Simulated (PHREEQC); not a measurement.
Make-up at 7.1 °C: 0.027 mol Fe2(SO4)3 and 1.5e-05 mol Na2B4O7 per kg of water. Closed to the air; pH follows from the charge balance.

Equilibrium calculation in PHREEQC: ion-association model, phreeqc.dat.

```
Property                   Value
----------------  --------------
pH                          2.72
ionic strength    0.0991 mol/kgw
total alkalinity     -108 meq/kg
```

| species | molality | activity | log γ |
|---|---|---|---|
| FeSO4+ | 0.0397 | 0.0313 | -0.103 |
| SO4-2 | 0.0243 | 0.00932 | -0.417 |
| Fe(SO4)2- | 0.00752 | 0.00592 | -0.104 |
| Fe+3 | 0.00251 | 0.000466 | -0.730 |
| H+ | 0.00228 | 0.00189 | -0.081 |
| HSO4- | 0.00152 | 0.00120 | -0.104 |
| FeOH+2 | 0.00134 | 0.000519 | -0.413 |
| Fe2(OH)2+4 | 0.000732 | 1.59e-5 | -1.663 |
| FeHSO4+2 | 0.000438 | 0.000168 | -0.416 |
| Fe3(OH)4+5 | 0.000337 | 8.49e-7 | -2.599 |
| H3BO3 | 6.00e-5 | 6.14e-5 | 0.010 |
| Fe(OH)2+ | 5.55e-5 | 4.41e-5 | -0.100 |
| Na+ | 2.88e-5 | 2.28e-5 | -0.102 |

This is a speciation only: nothing precipitates in the calculation. Saturation is exceeded, for instance for Hematite (slow to form), Goethite (slow to form); the values hold only as long as no solid forms. Species that the database lacks are ignored. At this temperature some constants are extrapolated from 25 °C, and those without enthalpy data are left unchanged.
